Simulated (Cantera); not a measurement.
A perfectly stirred reactor is fed with NO : N2 = 1 : 3.6 (molar parts), at 150000 Pa; it is held at 2173 K, and followed from long to short residence time.

Cantera simulation using GRI-Mech 3.0 (53 species, 325 reactions); the numbers are that mechanism's predictions, not measurements.

Task: What does this change do: temperature 2173 to 1825 K?

Result: 
```tsv
quantity	before	after
x(NO) at τ = 7.70 s	0.0147	0.104
x(NO2) at τ = 7.70 s	1.64e-5	0.000159
x(N2O) at τ = 7.70 s	7.00e-7	4.84e-6
x(O2) at τ = 7.70 s	0.101	0.0564
x(O) at τ = 7.70 s	0.000594	3.04e-5
x(NO) at τ = 96.0 ms	0.147	0.213
x(NO2) at τ = 96.0 ms	0.000101	9.06e-5
x(N2O) at τ = 96.0 ms	1.13e-5	1.98e-5
x(O2) at τ = 96.0 ms	0.0351	0.00198
x(O) at τ = 96.0 ms	0.000368	8.80e-6
```

Task: What does this change do: temperature 2173 to 1550 K?

Result: 
```
quantity                 before     after
---------------------  --------  --------
x(NO) at τ = 7.70 s      0.0147     0.201
x(NO2) at τ = 7.70 s    1.64e-5  0.000236
x(N2O) at τ = 7.70 s    7.00e-7   1.45e-5
x(O2) at τ = 7.70 s       0.101   0.00800
x(O) at τ = 7.70 s     0.000594   6.26e-7
x(NO) at τ = 96.0 ms      0.147     0.217
x(NO2) at τ = 96.0 ms  0.000101   7.83e-5
x(N2O) at τ = 96.0 ms   1.13e-5   1.49e-5
x(O2) at τ = 96.0 ms     0.0351   7.03e-5
x(O) at τ = 96.0 ms    0.000368   2.04e-7
```
